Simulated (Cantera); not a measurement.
What does this Cantera script print?

```python
import numpy as np
import cantera as ct

gas = ct.Solution("gri30.yaml")
gas.TPX = 2400, 14000, {'CH4': 0.045, 'H2': 1, 'H': 0.024}
reactor = ct.IdealGasConstPressureReactor(gas, energy="off", clone=False)
net = ct.ReactorNet([reactor])
net.rtol, net.atol = 1e-08, 1e-18
show = ['CH4', 'H2', 'H', 'CH3', 'C2H2', 'C2H6', 'C2H4']
times = np.geomspace(0.0004, 50, 14)

steps = ct.SolutionArray(gas, extra=["t"])
rows = []
print(f"{'t/s':>10s}{'T/K':>9s}{'P/Pa':>11s}" + "".join(f"{s:>11s}" for s in show))
for t in times:
    while net.time < t:
        t_next = net.step()
        steps.append(gas.state, t=t_next)
    rows.append([np.interp(t, steps.t, y) for y in (steps.T, steps.P, *steps(*show).X.T)])
    print(f"{t:10.3e}{rows[-1][0]:9.1f}{rows[-1][1]:11.4g}" + "".join(f"{x:11.3e}" for x in rows[-1][2:]))
rate = np.gradient(steps.T, steps.t)
print("integrator steps:", len(steps.t))
if steps.T.max() > steps.T[0] + 200:
    print(f"time of steepest temperature rise: {steps.t[rate.argmax()]:.4e} s")
gas.TPX = 2400, 14000, {'CH4': 0.045, 'H2': 1, 'H': 0.024}
gas.equilibrate("TP")
print(f"equilibrium (TP): T = {gas.T:.1f} K  " + "  ".join(f"{s} {gas[s].X[0]:.3e}" for s in show))
```

Output:

```
       t/s      T/K       P/Pa        CH4         H2          H        CH3       C2H2       C2H6       C2H4
 4.000e-04   2400.0    1.4e+04  6.676e-03  9.518e-01  2.303e-02  2.949e-03  1.540e-02  7.368e-07  5.037e-05
 9.866e-04   2400.0    1.4e+04  1.948e-03  9.511e-01  2.724e-02  1.021e-03  1.864e-02  7.331e-08  9.607e-06
 2.433e-03   2400.0    1.4e+04  4.901e-04  9.476e-01  3.189e-02  3.020e-04  1.966e-02  5.344e-09  3.920e-06
 6.002e-03   2400.0    1.4e+04  1.317e-04  9.433e-01  3.649e-02  9.322e-05  1.988e-02  4.382e-10  3.108e-06
 1.480e-02   2400.0    1.4e+04  4.966e-05  9.398e-01  4.019e-02  3.883e-05  1.991e-02  7.167e-11  2.821e-06
 3.651e-02   2400.0    1.4e+04  3.805e-05  9.385e-01  4.144e-02  3.070e-05  1.990e-02  4.492e-11  2.742e-06
 9.005e-02   2400.0    1.4e+04  3.777e-05  9.385e-01  4.149e-02  3.052e-05  1.990e-02  4.438e-11  2.739e-06
 2.221e-01   2400.0    1.4e+04  3.777e-05  9.385e-01  4.149e-02  3.052e-05  1.990e-02  4.438e-11  2.739e-06
 5.478e-01   2400.0    1.4e+04  3.777e-05  9.385e-01  4.149e-02  3.052e-05  1.990e-02  4.438e-11  2.739e-06
 1.351e+00   2400.0    1.4e+04  3.777e-05  9.385e-01  4.149e-02  3.052e-05  1.990e-02  4.438e-11  2.739e-06
 3.332e+00   2400.0    1.4e+04  3.777e-05  9.385e-01  4.149e-02  3.052e-05  1.990e-02  4.438e-11  2.739e-06
 8.219e+00   2400.0    1.4e+04  3.777e-05  9.385e-01  4.149e-02  3.052e-05  1.990e-02  4.438e-11  2.739e-06
 2.027e+01   2400.0    1.4e+04  3.777e-05  9.385e-01  4.149e-02  3.052e-05  1.990e-02  4.438e-11  2.739e-06
 5.000e+01   2400.0    1.4e+04  3.777e-05  9.385e-01  4.149e-02  3.052e-05  1.990e-02  4.438e-11  2.739e-06
integrator steps: 1180
equilibrium (TP): T = 2400.0 K  CH4 3.810e-05  H2 9.385e-01  H 4.149e-02  CH3 3.079e-05  C2H2 1.990e-02  C2H6 4.506e-11  C2H4 2.739e-06
```

Model: GRI-Mech 3.0 (53 species, 325 reactions), integrated in Cantera. GRI-Mech 3.0 stops at C3 and has no aromatics, soot or wall deposition, so with more carbon than oxygen in the feed, carbon stays in small species such as C2H2 where larger ones or solid carbon would form.
